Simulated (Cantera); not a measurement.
Ignition delay

Mixture: 13.6 % CH4, 16.1 % O2, 60.2 % N2, 10.1 % CO2, at 6.02 atm, adiabatic and at constant volume. Ignition delay is the time to a rise of 400 K.

Detailed kinetics in Cantera: GRI-Mech 3.0 (53 species, 325 reactions).

| T0 (K) | delay (ms) |
|---|---|
| 1125 | 31.7 |
| 1225 | 8.64 |
| 1325 | 2.63 |
| 1425 | 0.876 |
| 1525 | 0.313 |
| 1625 | 0.120 |
| 1725 | 0.0504 |

```json
{
  "apparent activation energy between 1525 and 1725 K": "200 kJ/mol"
}
```
